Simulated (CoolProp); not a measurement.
Vapour-liquid equilibrium of carbon dioxide (1) + cyclopentane (2) at 267 K; x and y are mole fractions of (1).

Model: multi-fluid Helmholtz-energy mixture model, Span 1996 and Gedanitz 2015; pair parameters Bell 2016, in CoolProp.

| x | bubble pressure, mixture model (MPa) | bubble pressure, Raoult's law (MPa) | y, mixture model | y, Raoult's law |
|---|---|---|---|---|
| 0.05 | 0.2941 | 0.1575 | 0.963 | 0.937 |
| 0.125 | … | 0.3780 | … | 0.976 |
| 0.2 | 1.067 | 0.5986 | 0.989 | 0.986 |
| 0.275 | 1.375 | 0.8191 | 0.991 | 0.991 |
| 0.35 | 1.621 | 1.040 | … | 0.993 |
| 0.425 | 1.807 | 1.260 | 0.993 | 0.995 |
| 0.5 | 1.947 | 1.481 | 0.993 | 0.996 |
| 0.575 | 2.057 | 1.701 | 0.994 | 0.997 |
| 0.65 | 2.154 | 1.922 | 0.994 | 0.998 |
| 0.725 | 2.256 | 2.142 | 0.995 | 0.999 |
| 0.8 | 2.380 | 2.363 | 0.995 | 0.999 |
| 0.875 | 2.542 | 2.583 | 0.996 | 0.999 |
| 0.95 | 2.761 | 2.804 | 0.998 | 1.000 |

**Question.** Fill in the missing entries.

**Answer.** 
- 0.125, bubble pressure, mixture model (MPa): 0.7017
- 0.125, y, mixture model: 0.984
- 0.35, y, mixture model: 0.992

The largest gap from Raoult's law is +86.7 % in bubble pressure, at x = 0.05. No azeotrope shows between x = 0.05 and 0.95.

Pair parameters are fitted to limited data, so mixtures are less certain than the pure fluids. The gap from Raoult's law changes sign with composition, which may be real or a fault of the pair parameters; it wasn't checked against measurements. With so large a gap from Raoult's law the liquid may split in two, which this calculation doesn't test in full.
